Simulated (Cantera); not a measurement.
A Cantera script and what it prints.

```python
import numpy as np
import cantera as ct

gas_names = """
    H HO2 H2 H2O H2O2 O OH O2 O3 Si SiH SiH2 SiH3 SiH4 SiO SiO2 Si2 Si3
""".split()
cond_names = """
    H2O(s) H2O(L) Si(cr) Si(L) SiO2(Lqz) SiO2(hqz) SiO2(L)
""".split()


# ... load() reads the species with a 1 bar reference pressure and builds the phases ...
atoms = {
    'Si2H6': {'Si': 2, 'H': 6},
    'O3': {'O': 3},
    'H2': {'H': 2},
}
top_T = {}  # K; cautious upper limits of use, not melting points


# ... equilibrate(T, P, feed) seeds the gas with the atoms and calls Mixture.equilibrate('TP', solver="vcs", rtol=1e-11, max_steps=5000) ...
results = []
feed = {'Si2H6': 1, 'O3': 0.1, 'H2': 1.7}  # mol
P = 4000  # Pa
for T in [1773, 1798, 1823, 1848, 1873, 1898, 1923, 1948, 1973, 1998, 2023, 2048, 2073]:
    mix = equilibrate(T, P, feed)
    results.append((T, P, feed, dict(zip(mix.species_names, mix.species_moles))))
    x = sorted(zip(gas.X, gas.species_names), reverse=True)
    print(f"T = {T:g} K  P = {P:g} Pa  gas = {mix.phase_moles(0):.4g} mol")
    print("   x: " + "  ".join(f"{s} {v:.3e}" for v, s in x if v > 1e-05))
    print("   condensed (mol): " + ("  ".join(f"{mix.phase(i).name} {mix.phase_moles(i):.4g}"
          for i in range(1, mix.n_phases) if mix.phase_moles(i) > 1e-12) or "none"))
```

Output:

```
T = 1773 K  P = 4000 Pa  gas = 5.004 mol
   x: H2 9.386e-01  SiO 5.995e-02  H 1.378e-03  Si 5.325e-05  SiH2 2.316e-05  SiH 1.274e-05
   condensed (mol): Si(L) 1.7
T = 1798 K  P = 4000 Pa  gas = 5.005 mol
   x: H2 9.382e-01  SiO 5.994e-02  H 1.705e-03  Si 7.711e-05  SiH2 2.769e-05  SiH 1.714e-05
   condensed (mol): Si(L) 1.699
T = 1823 K  P = 4000 Pa  gas = 5.006 mol
   x: H2 9.378e-01  SiO 5.993e-02  H 2.098e-03  Si 1.105e-04  SiH2 3.294e-05  SiH 2.287e-05
   condensed (mol): Si(L) 1.699
T = 1848 K  P = 4000 Pa  gas = 5.007 mol
   x: H2 9.373e-01  SiO 5.991e-02  H 2.567e-03  Si 1.568e-04  SiH2 3.899e-05  SiH 3.027e-05
   condensed (mol): Si(L) 1.699
T = 1873 K  P = 4000 Pa  gas = 5.009 mol
   x: H2 9.367e-01  SiO 5.989e-02  H 3.123e-03  Si 2.205e-04  SiH2 4.594e-05  SiH 3.976e-05
   condensed (mol): Si(L) 1.698
T = 1898 K  P = 4000 Pa  gas = 5.011 mol
   x: H2 9.359e-01  SiO 5.986e-02  H 3.781e-03  Si 3.071e-04  SiH2 5.389e-05  SiH 5.185e-05
   condensed (mol): Si(L) 1.698
T = 1923 K  P = 4000 Pa  gas = 5.014 mol
   x: H2 9.351e-01  SiO 5.983e-02  H 4.555e-03  Si 4.241e-04  SiH 6.712e-05  SiH2 6.293e-05
   condensed (mol): Si(L) 1.697
T = 1948 K  P = 4000 Pa  gas = 5.017 mol
   x: H2 9.340e-01  SiO 5.980e-02  H 5.460e-03  Si 5.807e-04  SiH 8.629e-05  SiH2 7.318e-05
   condensed (mol): Si(L) 1.696
T = 1973 K  P = 4000 Pa  gas = 5.021 mol
   x: H2 9.327e-01  SiO 5.975e-02  H 6.516e-03  Si 7.888e-04  SiH 1.102e-04  SiH2 8.475e-05
   condensed (mol): Si(L) 1.695
T = 1998 K  P = 4000 Pa  gas = 5.025 mol
   x: H2 9.312e-01  SiO 5.970e-02  H 7.740e-03  Si 1.063e-03  SiH 1.399e-04  SiH2 9.776e-05  Si2 1.097e-05
   condensed (mol): Si(L) 1.693
T = 2023 K  P = 4000 Pa  gas = 5.031 mol
   x: H2 9.295e-01  SiO 5.963e-02  H 9.155e-03  Si 1.422e-03  SiH 1.764e-04  SiH2 1.123e-04  Si2 1.557e-05
   condensed (mol): Si(L) 1.691
T = 2048 K  P = 4000 Pa  gas = 5.037 mol
   x: H2 9.274e-01  SiO 5.955e-02  H 1.078e-02  Si 1.889e-03  SiH 2.211e-04  SiH2 1.285e-04  Si2 2.192e-05
   condensed (mol): Si(L) 1.688
T = 2073 K  P = 4000 Pa  gas = 5.045 mol
   x: H2 9.249e-01  SiO 5.946e-02  H 1.265e-02  Si 2.492e-03  SiH 2.756e-04  SiH2 1.466e-04  Si2 3.060e-05
   condensed (mol): Si(L) 1.685
```

Method: chemical equilibrium by Gibbs-energy minimisation in Cantera with the NASA 1993 tables (ideal gas, pure condensed phases). The feed counts by its element totals alone. Gases not in the tables: Si2H6 and higher silanes.
